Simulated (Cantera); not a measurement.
Charge: 1 mol TiO2, 1.5 mol H2, 0.14 mol H2O, at 638 Torr.

Equilibrium computed with Cantera from the NASA thermochemical tables; the gas is ideal and each condensed phase is pure. Candidate condensed phases: H2O, Ti, TiO, TiO2, Ti2O3, Ti3O5, Ti4O7; 12 gas species. Gases not in the tables: TiO(OH)2. The numbers say what is thermodynamically allowed, not how fast it happens.

At 1302 °C, list the 3 most abundant gas species with their mole fractions, and the condensed phases.

H2 0.915, H2O 0.0854, H 4.31e-5. Condensed: TiO2(rutile).
